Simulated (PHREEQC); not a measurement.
NaOH is added in steps, without added water, to 1 kg of water holding 3.3 mmol/kgw MgCl2 and 1.1 mmol/kgw Na2HPO4, at 20 °C. Oxygen alone is held at its pressure in air (log pO2 = -0.68). No CO2 enters from the air. Solids allowed: Brucite, Halite. Others were left out.

Base run: PHREEQC, ion-association model, wateq4f.dat. Each further column changes one thing. The table gives pH.

```tsv
NaOH added (mol)	base	all activity coefficients set to 1	Davies equation for every ion	metal-ligand complexes left out
0	7.90	7.83	7.91	8.98
0.00075	9.29	9.19	9.30	…
0.00125	10.01	9.93	10.01	9.97
0.002	10.05	9.97	10.05	10.00
0.00275	10.09	10.02	10.10	10.04
0.00325	10.13	10.06	10.14	10.06
0.004	10.21	10.14	10.21	10.12
0.00475	10.32	10.26	10.32	…
0.00525	10.44	10.39	10.44	…
0.006	10.72	10.75	10.72	10.38
```

Task: Complete the blanks.

Result: 
- 0.00075, metal-ligand complexes left out: 9.95
- 0.00475, metal-ligand complexes left out: 10.18
- 0.00525, metal-ligand complexes left out: 10.24

H3PO4, which wateq4f.dat lacks, is added to it with the constant of phreeqc.dat.
